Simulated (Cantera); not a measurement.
**Adiabatic ignition**

An adiabatic, constant-pressure homogeneous reactor starts with 20.1 % CH4, 16.8 % O2, 63.1 % N2, at 1648 K and 8.49 atm.

Model: GRI-Mech 3.0 (53 species, 325 reactions), integrated in Cantera.

| t (s) | T (K) | x CH4 | x O2 | x NO | x C2H | x N2O | x H2O | x CH2 |
|---|---|---|---|---|---|---|---|---|
| 8.00e-6 | 1648 | 0.201 | 0.168 | <1e-12 | <1e-12 | 1.07e-9 | 0.000187 | 2.43e-9 |
| 1.92e-5 | 1651 | 0.200 | 0.167 | 4.00e-12 | <1e-12 | 3.80e-9 | 0.000974 | 8.35e-9 |
| 4.63e-5 | 1674 | 0.191 | 0.162 | 3.45e-11 | 2.29e-11 | 2.07e-8 | 0.00624 | 4.47e-8 |
| 0.000111 | 2497 | 0.00251 | 1.19e-6 | 4.02e-5 | 1.57e-5 | 9.99e-9 | 0.125 | 2.89e-5 |
| 0.000268 | 2474 | 0.000384 | 5.89e-7 | 0.000141 | 6.68e-7 | 2.96e-8 | 0.0992 | 2.83e-6 |
| 0.000644 | 2470 | 5.05e-7 | 5.73e-7 | 0.000184 | 4.54e-10 | 3.30e-8 | 0.0973 | 3.59e-9 |
| 0.00155 | 2471 | 5.33e-9 | 5.79e-7 | 9.71e-5 | <1e-12 | 1.12e-8 | 0.0973 | 3.98e-11 |
| 0.00373 | 2471 | 4.88e-9 | 5.82e-7 | 4.75e-5 | <1e-12 | 5.04e-9 | 0.0974 | 3.63e-11 |
| 0.00896 | 2471 | 4.81e-9 | 5.83e-7 | 3.13e-5 | <1e-12 | 3.95e-9 | 0.0974 | 3.57e-11 |
| 0.0216 | 2471 | 4.80e-9 | 5.83e-7 | 2.94e-5 | <1e-12 | 3.85e-9 | 0.0974 | 3.56e-11 |
| 0.0519 | 2471 | 4.80e-9 | 5.83e-7 | 2.94e-5 | <1e-12 | 3.85e-9 | 0.0974 | 3.56e-11 |
| 0.125 | 2471 | 4.80e-9 | 5.83e-7 | 2.94e-5 | <1e-12 | 3.85e-9 | 0.0974 | 3.56e-11 |
| 0.300 | 2471 | 4.80e-9 | 5.83e-7 | 2.94e-5 | <1e-12 | 3.85e-9 | 0.0974 | 3.56e-11 |
x: mole fraction; the columns are a selection and need not sum to one.

```
Item                                                                 Value
---------------------------------  ---------------------------------------
time of steepest temperature rise                                  82.4 µs
temperature at 0.300 s                                              2471 K
equilibrium temperature                                             2471 K
x(CH4) at 0.300 s                  4.80e-9 (gas-phase equilibrium 5.41e-9)
x(O2) at 0.300 s                   5.83e-7 (gas-phase equilibrium 5.83e-7)
x(NO) at 0.300 s                   2.94e-5 (gas-phase equilibrium 2.94e-5)
```
